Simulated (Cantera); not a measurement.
Input (Python, Cantera) and output of one run.

```python
import numpy as np
import cantera as ct

gas_names = """
    B BN BO BO2 B2 B2O B2O2 B2O3 N NO NO2 NO3 N2 N2O O O2 O3
""".split()
cond_names = """
    B(b) B(L) BN(s) B2O3(L)
""".split()


def load(file, names, dense=False):
    # The tables refer to 1 bar. Condensed volumes are neglected.
    table = {s.name: s for s in ct.Species.list_from_file(file)}
    out = []
    for n in names:
        d = dict(table[n].input_data)
        d["thermo"] = dict(d["thermo"], **{"reference-pressure": 1e5})
        if dense:
            d["equation-of-state"] = {"model": "constant-volume", "density": "1e6 g/cm^3"}
        out.append(ct.Species.from_dict(d))
    return out


gas = ct.Solution(thermo="ideal-gas", species=load("nasa_gas.yaml", gas_names))
cond = {s.name: ct.Solution(thermo="fixed-stoichiometry", species=[s], name=s.name)
        for s in load("nasa_condensed.yaml", cond_names, dense=True)}
atoms = {
    'B': {'B': 1},
    'O2': {'O': 2},
    'N2': {'N': 2},
}
top_T = {'BN(s)': 3200}  # K; cautious upper limits of use, not melting points


def equilibrate(T, P, feed):
    n = {}
    for name, mol in feed.items():
        for a, k in atoms[name].items():
            n[a] = n.get(a, 0.0) + k * mol
    gas.TPX = T, P, n
    mass = sum(n.values()) * gas.mean_molecular_weight
    gas.equilibrate("TP")
    valid = [c for c in cond.values() if c.min_temp <= T <= top_T.get(c.name, c.max_temp)]
    mix = ct.Mixture([(gas, mass / gas.mean_molecular_weight)] + [(c, 0.0) for c in valid])
    mix.T, mix.P = T, P
    mix.equilibrate("TP", solver="vcs", rtol=1e-11, max_steps=5000)
    return mix


results = []
feed = {'B': 1, 'O2': 8.4, 'N2': 0.46}  # mol
P = 133.322  # Pa
for T in [1498, 1573, 1648, 1723, 1798, 1873, 1948, 2023]:
    mix = equilibrate(T, P, feed)
    results.append((T, P, feed, dict(zip(mix.species_names, mix.species_moles))))

top = {s: max(r[3][s] / sum(r[3][g] for g in gas_names) for r in results) for s in gas_names}
cols = sorted((s for s in top if top[s] > 1e-06), key=lambda s: -top[s])[:8]
seen = [c for c in cond_names if any(r[3].get(c, 0) > 1e-12 for r in results)]
print("log10 of partial pressures in bar; condensed amounts in mol")
print(f"{'T/K':>10s}" + "".join(f"{s[:9]:>10s}" for s in cols + seen))
for T, P, feed, n in results:
    ng = sum(n[g] for g in gas_names)
    print(f"{T:10.4g}" + "".join(f"{np.log10(max(n[s] / ng * P / 1e5, 1e-99)):10.3f}" for s in cols)
          + "".join(f"{n.get(c, 0):10.4g}" for c in seen))
```

Output:

```
log10 of partial pressures in bar; condensed amounts in mol
       T/K        O2      B2O3        N2       BO2         O        NO        BO   B2O3(L)
      1498    -2.908    -4.681    -4.131    -5.703    -6.858    -6.046   -10.379     0.365
      1573    -2.928    -4.130    -4.152    -5.206    -6.445    -5.914    -9.412         0
      1648    -2.929    -4.141    -4.153    -5.007    -6.061    -5.777    -8.794         0
      1723    -2.930    -4.157    -4.156    -4.828    -5.710    -5.652    -8.233         0
      1798    -2.932    -4.179    -4.159    -4.668    -5.389    -5.539    -7.723         0
      1873    -2.935    -4.209    -4.163    -4.526    -5.094    -5.436    -7.259         0
      1948    -2.940    -4.248    -4.167    -4.401    -4.822    -5.342    -6.837         0
      2023    -2.946    -4.299    -4.174    -4.293    -4.572    -5.258    -6.453         0
```

Method: chemical equilibrium by Gibbs-energy minimisation in Cantera with the NASA 1993 tables (ideal gas, pure condensed phases).
